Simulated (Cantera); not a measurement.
## Stirred combustor or abatement burner

A perfectly stirred reactor is fed with H₂ : O₂ : N₂ : CO₂ = 1 : 0.357 : 1.34 : 0.037 (molar parts), equivalence ratio 1.4, at 83000 Pa; it is adiabatic with a 350 K inlet, and is followed from long to short residence time, starting on the burning branch (τ in s: 0.4, 0.2, 0.099, 0.049, 0.024, 0.012, 0.006, 0.003, 0.0015, 0.00074, 0.00037, 0.00018, 9.1e-05).

Detailed kinetics in Cantera: GRI-Mech 3.0 (53 species, 325 reactions).

| τ (s) | T (K) | x H₂ | x O₂ | x H₂O | x O | x HO₂ |
|---|---|---|---|---|---|---|
| 0.40 | 2275 | 0.109 | 5.01e-5 | 0.308 | 3.66e-5 | 2.62e-8 |
| 0.20 | 2271 | 0.109 | 6.60e-5 | 0.308 | 4.53e-5 | 3.45e-8 |
| 0.099 | 2264 | 0.109 | 9.56e-5 | 0.307 | 6.28e-5 | 5.15e-8 |
| 0.049 | 2254 | 0.108 | 0.000150 | 0.306 | 9.68e-5 | 8.48e-8 |
| 0.024 | 2237 | 0.108 | 0.000248 | 0.305 | 0.000163 | 1.48e-7 |
| 0.012 | 2213 | 0.107 | 0.000418 | 0.303 | 0.000280 | 2.57e-7 |
| 0.0060 | 2179 | 0.107 | 0.000707 | 0.300 | 0.000486 | 4.35e-7 |
| 0.0030 | 2133 | 0.106 | 0.00118 | 0.296 | 0.000829 | 7.14e-7 |
| 0.0015 | 2071 | 0.105 | 0.00193 | 0.291 | 0.00137 | 1.14e-6 |
| 0.00074 | 1990 | 0.104 | 0.00306 | 0.284 | 0.00216 | 1.82e-6 |
| 0.00037 | 1893 | 0.103 | 0.00460 | 0.277 | 0.00315 | 2.83e-6 |
| 0.00018 | 1774 | 0.102 | 0.00677 | 0.268 | 0.00432 | 4.47e-6 |
| 9.1e-5 | 1648 | 0.102 | 0.00968 | 0.257 | 0.00533 | 7.09e-6 |
x: mole fraction; the columns are a selection and need not sum to one.
